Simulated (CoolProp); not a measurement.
Properties of R113 at several states.

Computed with CoolProp (reference Helmholtz-energy equation of state, Marx 1992).

```tsv
T (K)	p (kPa)	phase	cp (kJ/(kg K))	speed of sound (m/s)	expansivity (1/kK)
338.7	11500	liquid	0.9384	644.2	1.477
247.9	1130	liquid	0.8769	875.6	1.350
382.8	72.3	gas	0.7330	132.6	2.750
443.2	912	gas	0.8315	126.2	3.693
374.9	76.6	gas	0.7274	131.0	2.828
334.8	260	liquid	0.9555	582.1	1.749
```
